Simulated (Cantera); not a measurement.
Input: 1 mol Si, 7.2 mol HBr, equilibrated at 725 °C and 10000 Pa.

These are equilibrium values from Cantera (NASA tables, ideal gas, pure condensed phases), not measurements of a reactor. Candidate condensed phases: Br2, Si; 19 gas species. The tables' values for SiBr3 are old estimates; treat these amounts as uncertain. Rates play no part.

Base state: HBr 0.517, H2 0.322, SiBr4 0.161, SiHBr3 0.000403, SiBr3 5.81e-5, Br 1.07e-5 (mole fractions); condensed: gas only.

What changes in the equilibrium state with this change: HBr from 7.2 to 2 mol?


| species | before | after |
|---|---|---|
| H2 | 0.322 | 0.631 |
| SiBr4 | 0.161 | 0.303 |
| HBr | 0.517 | 0.0417 |
| SiHBr3 | 0.000403 | 0.0184 |
| SiH2Br2 | 4.77e-7 | 0.000529 |
| SiBr2 | 5.24e-6 | 0.00297 |
| SiBr3 | 5.81e-5 | 0.00190 |
| Br | 1.07e-5 | 6.18e-7 |
| Si(s), mol | 0 | 0.505 |
